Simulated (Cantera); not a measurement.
A Cantera script and what it prints.

```python
import numpy as np
import cantera as ct

gas_names = """
    CL CL2 H HCL H2 Si SiCL SiCL2 SiCL3 SiCL4 SiH SiHCL3 SiH2 SiH2CL2 SiH3 SiH3CL SiH4 Si2 Si3
""".split()
cond_names = """
    Si(cr) Si(L)
""".split()


# ... load() reads the species with a 1 bar reference pressure and builds the phases ...
atoms = {
    'Si': {'Si': 1},
    'Cl2': {'CL': 2},
    'H2': {'H': 2},
}
top_T = {}  # K; cautious upper limits of use, not melting points


# ... equilibrate(T, P, feed) seeds the gas with the atoms and calls Mixture.equilibrate('TP', solver="vcs", rtol=1e-11, max_steps=5000) ...
results = []
feed = {'Si': 1, 'Cl2': 7, 'H2': 9}  # mol
P = 91  # Pa
for T in [1023, 1073, 1123, 1173, 1223, 1273, 1323, 1373, 1423, 1473, 1523, 1573]:
    mix = equilibrate(T, P, feed)
    results.append((T, P, feed, dict(zip(mix.species_names, mix.species_moles))))
    x = sorted(zip(gas.X, gas.species_names), reverse=True)
    print(f"T = {T:g} K  P = {P:g} Pa  gas = {mix.phase_moles(0):.4g} mol")
    print("   x: " + "  ".join(f"{s} {v:.3e}" for v, s in x if v > 0.0001))
    print("   condensed (mol): " + ("  ".join(f"{mix.phase(i).name} {mix.phase_moles(i):.4g}"
          for i in range(1, mix.n_phases) if mix.phase_moles(i) > 1e-12) or "none"))
```

It prints:

```
T = 1023 K  P = 91 Pa  gas = 15 mol
   x: HCL 6.672e-01  H2 2.662e-01  SiCL4 6.606e-02  SiCL3 3.329e-04  SiHCL3 2.231e-04
   condensed (mol): none
T = 1073 K  P = 91 Pa  gas = 15.01 mol
   x: HCL 6.678e-01  H2 2.656e-01  SiCL4 6.528e-02  SiCL3 8.529e-04  SiHCL3 3.181e-04  SiCL2 1.783e-04
   condensed (mol): none
T = 1123 K  P = 91 Pa  gas = 15.03 mol
   x: HCL 6.694e-01  H2 2.640e-01  SiCL4 6.340e-02  SiCL3 1.963e-03  SiCL2 7.550e-04  SiHCL3 4.289e-04
   condensed (mol): none
T = 1173 K  P = 91 Pa  gas = 15.07 mol
   x: HCL 6.734e-01  H2 2.602e-01  SiCL4 5.917e-02  SiCL3 3.993e-03  SiCL2 2.656e-03  SiHCL3 5.329e-04
   condensed (mol): none
T = 1223 K  P = 91 Pa  gas = 15.17 mol
   x: HCL 6.818e-01  H2 2.522e-01  SiCL4 5.097e-02  SiCL2 7.471e-03  SiCL3 6.912e-03  SiHCL3 5.821e-04
   condensed (mol): none
T = 1273 K  P = 91 Pa  gas = 15.32 mol
   x: HCL 6.953e-01  H2 2.394e-01  SiCL4 3.874e-02  SiCL2 1.620e-02  SiCL3 9.785e-03  SiHCL3 5.332e-04
   condensed (mol): none
T = 1323 K  P = 91 Pa  gas = 15.51 mol
   x: HCL 7.109e-01  H2 2.245e-01  SiCL2 2.731e-02  SiCL4 2.547e-02  SiCL3 1.128e-02  SiHCL3 4.080e-04
   condensed (mol): none
T = 1373 K  P = 91 Pa  gas = 15.68 mol
   x: HCL 7.245e-01  H2 2.116e-01  SiCL2 3.782e-02  SiCL4 1.471e-02  SiCL3 1.097e-02  SiHCL3 2.717e-04  CL 1.441e-04
   condensed (mol): none
T = 1423 K  P = 91 Pa  gas = 15.8 mol
   x: HCL 7.339e-01  H2 2.024e-01  SiCL2 4.586e-02  SiCL3 9.487e-03  SiCL4 7.765e-03  CL 2.942e-04  SiHCL3 1.663e-04
   condensed (mol): none
T = 1473 K  P = 91 Pa  gas = 15.88 mol
   x: HCL 7.394e-01  H2 1.968e-01  SiCL2 5.128e-02  SiCL3 7.666e-03  SiCL4 3.921e-03  CL 5.665e-04  H 1.861e-04
   condensed (mol): none
T = 1523 K  P = 91 Pa  gas = 15.93 mol
   x: HCL 7.422e-01  H2 1.936e-01  SiCL2 5.475e-02  SiCL3 5.998e-03  SiCL4 1.963e-03  CL 1.037e-03  H 3.371e-04
   condensed (mol): none
T = 1573 K  P = 91 Pa  gas = 15.97 mol
   x: HCL 7.431e-01  H2 1.918e-01  SiCL2 5.695e-02  SiCL3 4.643e-03  CL 1.818e-03  SiCL4 9.956e-04  H 5.903e-04
   condensed (mol): none
```

Method: chemical equilibrium by Gibbs-energy minimisation in Cantera with the NASA 1993 tables (ideal gas, pure condensed phases). The tables' values for SiCl3 are old estimates; treat these amounts as uncertain.
